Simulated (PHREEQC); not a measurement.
A solution holds 0.019 mol/kgw HF, 0.2 mol/kgw NH4HF2 and 0.09 mol/kgw H2SiF6, at 25 °C. Closed to the air; pH follows from the charge balance.

Model: ion-association model, wateq4f.dat, run in PHREEQC.

```csv
quantity,before,after
pH,1.99,2.00
ionic strength (mol/kgw),0.303,0.303
HF (mol/kgw),0.183,0.265
H2F2 (mol/kgw),0.0940,0.0513
F- (mol/kgw),0.0189,0.0147
HF2- (mol/kgw),0.0143,0.0184
SI of Quartz (SiO2),-8.53,-7.00
```

Question: Which change was made?
(A) HF left out
(B) HF from 0.019 to 0.0209 mol/kgw
(C) HF from 0.019 to 0.038 mol/kgw
(D) NH4HF2 from 0.2 to 0.22 mol/kgw
(E) temperature from 25 to 60 °C

Answer: E, temperature from 25 to 60 °C

Precipitation was switched off in this run. wateq4f.dat counts part of the HF as a dimer, H2F2, which phreeqc.dat doesn't know; its constant is uncertain. Constants without temperature data keep their 25 °C values here. SiF6-2 is the database's only silicon fluoride.
